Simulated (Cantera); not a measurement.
Feed: 1 mol Si₃N₄, 0.22 mol C, 2.2 mol N₂, held at 713 Torr.

Equilibrium computed with Cantera from the NASA thermochemical tables; the gas is ideal and each condensed phase is pure. Candidate condensed phases: C, Si, SiC, Si₃N₄; 32 gas species. Ions and electrons are included (thermal ionisation). The numbers say what is thermodynamically allowed, not how fast it happens.

### Question
Which condensed phases are stable at each of these points (T (K)): 3000, 3250, 3500, 3750, 4000, 4250, 4500, 4750, 5000?

### Answer
```csv
T (K),condensed phases,Si condensed (%)
3000,Si(l),67.8
3250,gas only,0.0
3500,gas only,0.0
3750,gas only,0.0
4000,gas only,0.0
4250,gas only,0.0
4500,gas only,0.0
4750,gas only,0.0
5000,gas only,0.0
```

At 3000 K the condensed part is Si(l). From 3250 K to 5000 K nothing is condensed.
